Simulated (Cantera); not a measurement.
A Cantera script and what it prints.

```python
import numpy as np
import cantera as ct

gas_names = """
    H HNO HNO2 HNO3 HO2 H2 H2O H2O2 N NH NH2 NH3 NH2OH NO NO2 NO3 N2 N2H2 N2H4 N2O O OH O2 O3 Si SiH
    SiH2 SiH3 SiH4 SiN SiO SiO2 Si2 Si2N Si3
""".split()
cond_names = """
    H2O(s) H2O(L) Si(cr) Si(L) SiO2(Lqz) SiO2(hqz) SiO2(L) Si2N2O(s) Si3N4(a)
""".split()


# ... load() reads the species with a 1 bar reference pressure and builds the phases ...
atoms = {
    'Si3N4': {'Si': 3, 'N': 4},
    'H2O': {'H': 2, 'O': 1},
    'N2': {'N': 2},
}
top_T = {'Si2N2O(s)': 2100, 'Si3N4(a)': 2400}  # K; cautious upper limits of use, not melting points


# ... equilibrate(T, P, feed) seeds the gas with the atoms and calls Mixture.equilibrate('TP', solver="vcs", rtol=1e-11, max_steps=5000) ...
results = []
feed = {'Si3N4': 1, 'H2O': 0.42, 'N2': 540}  # mol
P = 0.43  # Pa
for T in [975, 1075, 1175, 1275, 1375, 1475, 1575, 1675, 1775, 1875, 1975, 2075, 2175]:
    mix = equilibrate(T, P, feed)
    results.append((T, P, feed, dict(zip(mix.species_names, mix.species_moles))))
    x = sorted(zip(gas.X, gas.species_names), reverse=True)
    print(f"T = {T:g} K  P = {P:g} Pa  gas = {mix.phase_moles(0):.4g} mol")
    print("   x: " + "  ".join(f"{s} {v:.3e}" for v, s in x if v > 0.0001))
    print("   condensed (mol): " + ("  ".join(f"{mix.phase(i).name} {mix.phase_moles(i):.4g}"
          for i in range(1, mix.n_phases) if mix.phase_moles(i) > 1e-12) or "none"))
```

Result:

```
T = 975 K  P = 0.43 Pa  gas = 540.6 mol
   x: N2 9.992e-01  H2 7.770e-04
   condensed (mol): Si2N2O(s) 0.42  Si3N4(a) 0.72
T = 1075 K  P = 0.43 Pa  gas = 540.6 mol
   x: N2 9.992e-01  H2 7.769e-04
   condensed (mol): Si2N2O(s) 0.42  Si3N4(a) 0.72
T = 1175 K  P = 0.43 Pa  gas = 540.6 mol
   x: N2 9.992e-01  H2 7.761e-04
   condensed (mol): Si2N2O(s) 0.4194  Si3N4(a) 0.7202
T = 1275 K  P = 0.43 Pa  gas = 540.7 mol
   x: N2 9.991e-01  H2 7.719e-04  SiO 1.228e-04
   condensed (mol): Si2N2O(s) 0.3536  Si3N4(a) 0.742
T = 1375 K  P = 0.43 Pa  gas = 541.2 mol
   x: N2 9.983e-01  SiO 7.760e-04  H2 7.534e-04
   condensed (mol): Si3N4(a) 0.8456
T = 1475 K  P = 0.43 Pa  gas = 543.6 mol
   x: N2 9.970e-01  Si 1.337e-03  SiO 7.726e-04  H2 6.903e-04  H 1.643e-04
   condensed (mol): Si(cr) 1.842
T = 1575 K  P = 0.43 Pa  gas = 545.5 mol
   x: N2 9.935e-01  Si 4.701e-03  SiO 7.699e-04  H2 5.373e-04  H 4.646e-04
   condensed (mol): none
T = 1675 K  P = 0.43 Pa  gas = 545.7 mol
   x: N2 9.933e-01  Si 4.719e-03  H 9.560e-04  SiO 7.697e-04  H2 2.915e-04
   condensed (mol): none
T = 1775 K  P = 0.43 Pa  gas = 545.8 mol
   x: N2 9.931e-01  Si 4.722e-03  H 1.351e-03  SiO 7.695e-04
   condensed (mol): none
T = 1875 K  P = 0.43 Pa  gas = 545.8 mol
   x: N2 9.930e-01  Si 4.723e-03  H 1.494e-03  SiO 7.695e-04
   condensed (mol): none
T = 1975 K  P = 0.43 Pa  gas = 545.8 mol
   x: N2 9.930e-01  Si 4.724e-03  H 1.528e-03  SiO 7.695e-04
   condensed (mol): none
T = 2075 K  P = 0.43 Pa  gas = 545.8 mol
   x: N2 9.930e-01  Si 4.725e-03  H 1.536e-03  SiO 7.695e-04
   condensed (mol): none
T = 2175 K  P = 0.43 Pa  gas = 545.8 mol
   x: N2 9.930e-01  Si 4.725e-03  H 1.538e-03  SiO 7.694e-04
   condensed (mol): none
```

Cantera equilibrium calculation (NASA polynomials, part measured and part estimated; ideal gas, pure solids and liquids). Mutual solubility and eutectic melting of coexisting phases are not modelled.
